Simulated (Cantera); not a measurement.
PbO + H2 (iron carbonyl, mercury and lead vapours)

Feed: 1 mol PbO, 1 mol H2, held at 1275 K and 10.0 mbar.

Cantera equilibrium calculation (NASA polynomials, part measured and part estimated; ideal gas, pure solids and liquids). Candidate condensed phases: H2O, Pb, PbO, PbO2, Pb3O4; 12 gas species. Kinetics and transport are ignored.

| Quantity | Value |
|---|---|
| x(H2O) | 0.805 |
| x(Pb) | 0.189 |
| x(H2) | 0.00318 |
| x(PbO) | 0.00318 |
| x(Pb2) | 1.44e-5 |
| x(OH) | 1.22e-6 |
| n(Pb(l)) | 0.763 mol |
| gas amount | 1.237 mol |
